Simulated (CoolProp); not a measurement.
Vapour-liquid equilibrium of propane (1) + n-butane (2) at 259.1 K; x and y are mole fractions of (1).

Model: multi-fluid Helmholtz-energy mixture model, Lemmon 2009 and Bücker 2006; pair parameters Kunz 2012, in CoolProp.

```json
[
 {"x": "0.05", "bubble pressure, mixture model (bar)": "0.7006", "bubble pressure, Raoult's law (bar)": "0.7082", "y, mixture model": "0.200", "y, Raoult's law": "0.213"},
 {"x": "0.125", "bubble pressure, mixture model (bar)": "0.8737", "bubble pressure, Raoult's law (bar)": "0.8901", "y, mixture model": "0.404", "y, Raoult's law": "0.423"},
 {"x": "0.2", "bubble pressure, mixture model (bar)": "1.049", "bubble pressure, Raoult's law (bar)": "1.072", "y, mixture model": "0.543", "y, Raoult's law": "0.562"},
 {"x": "0.275", "bubble pressure, mixture model (bar)": "1.227", "bubble pressure, Raoult's law (bar)": "1.254", "y, mixture model": "0.643", "y, Raoult's law": "0.661"},
 {"x": "0.35", "bubble pressure, mixture model (bar)": "1.406", "bubble pressure, Raoult's law (bar)": "1.436", "y, mixture model": "0.718", "y, Raoult's law": "0.734"},
 {"x": "0.425", "bubble pressure, mixture model (bar)": "1.586", "bubble pressure, Raoult's law (bar)": "1.618", "y, mixture model": "0.777", "y, Raoult's law": "0.791"},
 {"x": "0.5", "bubble pressure, mixture model (bar)": "1.768", "bubble pressure, Raoult's law (bar)": "1.800", "y, mixture model": "0.825", "y, Raoult's law": "0.837"},
 {"x": "0.575", "bubble pressure, mixture model (bar)": "1.951", "bubble pressure, Raoult's law (bar)": "1.982", "y, mixture model": "0.864", "y, Raoult's law": "0.874"},
 {"x": "0.65", "bubble pressure, mixture model (bar)": "2.134", "bubble pressure, Raoult's law (bar)": "2.164", "y, mixture model": "0.896", "y, Raoult's law": "0.905"},
 {"x": "0.725", "bubble pressure, mixture model (bar)": "2.320", "bubble pressure, Raoult's law (bar)": "2.346", "y, mixture model": "0.924", "y, Raoult's law": "0.931"},
 {"x": "0.8", "bubble pressure, mixture model (bar)": "2.506", "bubble pressure, Raoult's law (bar)": "2.528", "y, mixture model": "0.948", "y, Raoult's law": "0.954"},
 {"x": "0.875", "bubble pressure, mixture model (bar)": "2.694", "bubble pressure, Raoult's law (bar)": "2.710", "y, mixture model": "0.970", "y, Raoult's law": "0.973"},
 {"x": "0.95", "bubble pressure, mixture model (bar)": "2.885", "bubble pressure, Raoult's law (bar)": "2.892", "y, mixture model": "0.988", "y, Raoult's law": "0.990"}
]
```

The largest gap from Raoult's law is -2.2 % in bubble pressure, at x = 0.275. No azeotrope shows between x = 0.05 and 0.95.

Pair parameters are fitted to limited data, so mixtures are less certain than the pure fluids.
